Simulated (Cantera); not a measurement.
Charge: 1 mol Si, 0.0091 mol H₂O, 750 mol H₂, held at 75.0 Torr.

Cantera equilibrium calculation (NASA polynomials, part measured and part estimated; ideal gas, pure solids and liquids). Candidate condensed phases: H₂O, Si, SiO₂; 18 gas species. Rates play no part.

Q: At 1423 K, list the 3 most abundant gas species with their mole fractions, and the condensed phases.

A: H₂ 1.000, H 2.10e-5, SiO 1.21e-5. Condensed: Si(s).
